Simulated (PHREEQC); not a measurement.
Make-up at 20 °C: 0.23 mol HF, 0.0026 mol (CH3)4NF and 0.00014 mol H4SiO4 per kg of water. Closed to the air; pH follows from the charge balance.

Computed with PHREEQC (ion-association model, phreeqc.dat).

```csv
quantity,before,after
pH,1.81,1.93
HF (mol/kgw),0.204,0.205
F- (mol/kgw),0.0112,0.0149
HF2- (mol/kgw),0.00839,0.0112
```

**Question.** Name the change that produced these shifts.
(A) H4SiO4 from 0.00014 to 7e-05 mol/kgw
(B) temperature from 20 to 5 °C
(C) (CH3)4NF from 0.0026 to 0.013 mol/kgw
(D) (CH3)4NF left out
(E) H4SiO4 left out

**Answer.** C, (CH3)4NF from 0.0026 to 0.013 mol/kgw

No solid was allowed to form. (CH3)4N+ isn't in the database: it is added as a free cation with an ion size of 4 Å. SiF6-2 is the database's only silicon fluoride.
